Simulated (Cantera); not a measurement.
Input (Python, Cantera) and output of one run.

```python
import numpy as np
import cantera as ct

gas_names = """
    H HO2 H2 H2O H2O2 Nb NbO NbO2 O OH O2 O3
""".split()
cond_names = """
    H2O(s) H2O(L) Nb(cr) Nb(L) NbO(s) NbO(L) NbO2(I) NbO2(II) NbO2(III) NbO2(L) Nb2O5(s) Nb2O5(L)
""".split()


# ... load() reads the species with a 1 bar reference pressure and builds the phases ...
atoms = {
    'Nb': {'Nb': 1},
    'H2O': {'H': 2, 'O': 1},
    'H2': {'H': 2},
}
top_T = {}  # K; cautious upper limits of use, not melting points


# ... equilibrate(T, P, feed) seeds the gas with the atoms and calls Mixture.equilibrate('TP', solver="vcs", rtol=1e-11, max_steps=5000) ...
results = []
T = 1300  # K
P = 120  # Pa
for m in [0.56, 2.4, 4.2, 6, 7.9, 9.7, 12, 13]:
    feed = {'Nb': 1, 'H2O': m, 'H2': 3.2}  # mol
    mix = equilibrate(T, P, feed)
    results.append((T, P, feed, dict(zip(mix.species_names, mix.species_moles))))

top = {s: max(r[3][s] / sum(r[3][g] for g in gas_names) for r in results) for s in gas_names}
cols = sorted((s for s in top if top[s] > 0.0001), key=lambda s: -top[s])[:7]
seen = [c for c in cond_names if any(r[3].get(c, 0) > 1e-12 for r in results)]
print("log10 of partial pressures in bar; condensed amounts in mol")
print(f"{'n(H2O)':>10s}" + "".join(f"{s[:9]:>10s}" for s in cols + seen))
for T, P, feed, n in results:
    ng = sum(n[g] for g in gas_names)
    print(f"{feed['H2O']:10.4g}" + "".join(f"{np.log10(max(n[s] / ng * P / 1e5, 1e-99)):10.3f}" for s in cols)
          + "".join(f"{n.get(c, 0):10.4g}" for c in seen))
```

It prints:

```
log10 of partial pressures in bar; condensed amounts in mol
    n(H2O)        H2       H2O    Nb(cr)    NbO(s) NbO2(III)  Nb2O5(s)
      0.56    -2.921    -8.016      0.44      0.56         0         0
       2.4    -2.937    -4.358         0         0    0.6093    0.1953
       4.2    -3.034    -3.560         0         0         0       0.5
         6    -3.129    -3.341         0         0         0       0.5
       7.9    -3.210    -3.234         0         0         0       0.5
       9.7    -3.276    -3.174         0         0         0       0.5
        12    -3.347    -3.125         0         0         0       0.5
        13    -3.374    -3.109         0         0         0       0.5
```

These are equilibrium values from Cantera (NASA tables, ideal gas, pure condensed phases), not measurements of a reactor. Mutual solubility and eutectic melting of coexisting phases are not modelled. NbO: taken at fixed stoichiometry. Condensed phases not in the tables: the oxides between NbO2 and Nb2O5, N, O or C dissolved in the metal.
